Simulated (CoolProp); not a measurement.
Octamethyltrisiloxane (MDM) at several states: fugacity coefficient from the reference equation and from simpler models built on Tc = 292.2 °C, pc = 1.438 MPa, ω = 0.528; each cubic takes its own stable root.

The numbers come from the reference Helmholtz-energy equation of state, Thol 2017 in CoolProp.

| T (°C) | p (MPa) | phase | reference |
|---|---|---|---|
| 101.05 | 0.654 | liquid | 0.03307 |
| 276.65 | 0.0107 | gas | 0.9972 |
| 186.05 | 3.32 | liquid | 0.08105 |
| -75.95 | 0.838 | liquid | 1.001e-8 |

How far does each simpler model (Redlich-Kwong, Peng-Robinson) lie from the reference over these 4 states: mean and median of the absolute difference, and the worst?


- Redlich-Kwong: mean 14016.1 %, median 165.1 %, worst +55734.2 % at -75.95 °C and 0.838 MPa
- Peng-Robinson: mean 55.8 %, median 1.9 %, worst +219.2 % at -75.95 °C and 0.838 MPa
